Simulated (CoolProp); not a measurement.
The numbers come from the reference Helmholtz-energy equation of state, Lemmon 2006 in CoolProp. It is a short technical equation, of lower accuracy than the large ones.

For C2F6 (R116), give the phase and the density (kg/m³), cp (kJ/(kg K)), cv (kJ/(kg K)), Joule-Thomson coefficient (K/MPa) at 242.9 K and 1.22 MPa; 298.2 K and 1.22 MPa; 339.7 K and 1.22 MPa.


- 242.9 K and 1.22 MPa: liquid; density 1370, cp 1.10, cv 0.694, Joule-Thomson coefficient 0.0692
- 298.2 K and 1.22 MPa: gas; density 78.9, cp 0.853, cv 0.733, Joule-Thomson coefficient 9.80
- 339.7 K and 1.22 MPa: gas; density 65.0, cp 0.878, cv 0.784, Joule-Thomson coefficient 6.32
